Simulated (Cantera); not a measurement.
A closed system holds: 1 mol Hg, 0.89 mol N2, held at 623 K and 101000 Pa.

Method: chemical equilibrium by Gibbs-energy minimisation in Cantera with the NASA 1993 tables (ideal gas, pure condensed phases). Candidate condensed phases: Hg; 3 gas species. Equilibrium is a limit: real reactors are often held back by kinetics, nucleation or transport.

Base state: Hg 0.529, N2 0.471 (mole fractions); condensed: gas only.

### Question
What changes in the equilibrium state with this change: temperature from 623 K to 575 K?

### Answer
| species | before | after |
|---|---|---|
| N2 | 0.471 | 0.665 |
| Hg | 0.529 | 0.335 |
| Hg(l), mol | 0 | 0.552 |
